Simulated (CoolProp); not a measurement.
A single-stage vapour-compression cycle with ammonia: evaporating at 213.15 K (dew point), condensing at 241.15 K (bubble point), superheat 5 K, subcooling 0 K, compressor efficiency 0.75, no pressure losses. Each further row changes one setting.

Computed with CoolProp (reference Helmholtz-energy equation of state, Gao 2020).

| case | cooling COP | pressure ratio | discharge temperature (K) | refrigerating effect (kJ/kg) | volumetric capacity (kJ/m³) |
|---|---|---|---|---|---|
| as stated | 4.85 | 4.95 | 350.3 | 1330 | 275 |
| evaporating temperature 218.15 K | 6.23 | ___ | 327.2 | ___ | 374 |
| condensing temperature 236.15 K | ___ | ___ | 326.6 | 1350 | 280 |
| subcooling 5 K | 4.93 | 4.95 | 350.3 | 1350 | 280 |
| superheat 15 K | ___ | 4.95 | 365.4 | 1350 | ___ |
| compressor efficiency 0.65 | ___ | 4.95 | 369.3 | 1330 | 275 |

Task: Some entries are withheld; supply them.

Result: 
- evaporating temperature 218.15 K, pressure ratio: 3.60
- evaporating temperature 218.15 K, refrigerating effect (kJ/kg): 1340
- condensing temperature 236.15 K, cooling COP: 6.05
- condensing temperature 236.15 K, pressure ratio: 3.84
- superheat 15 K, cooling COP: 4.70
- superheat 15 K, volumetric capacity (kJ/m³): 267
- compressor efficiency 0.65, cooling COP: 4.20
